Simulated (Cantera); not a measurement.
Mixture: C₂H₄ : O₂ : N₂ : H₂O = 1 : 7.14 : 26.9 : 4.1 (molar parts), at 7500 Torr, adiabatic and at constant pressure. Ignition delay is the time to a rise of 400 K.

Cantera simulation using GRI-Mech 3.0 (53 species, 325 reactions); the numbers are that mechanism's predictions, not measurements. GRI-Mech 3.0 was tuned for natural gas; its chemistry of ethylene as a main component is partial and can be far from experiment.

Task: Predict: delay at 1075 K; delay at 1175 K; delay at 1275 K; delay at 1375 K; delay at 1475 K; delay at 1575 K; apparent activation energy between 1375 and 1575 K.

Result: 
- delay at 1075 K = 5.32 ms
- delay at 1175 K = 1.03 ms
- delay at 1275 K = 0.178 ms
- delay at 1375 K = 35.9 µs
- delay at 1475 K = 11.2 µs
- delay at 1575 K = 5.52 µs
- apparent activation energy between 1375 and 1575 K = 170 kJ/mol
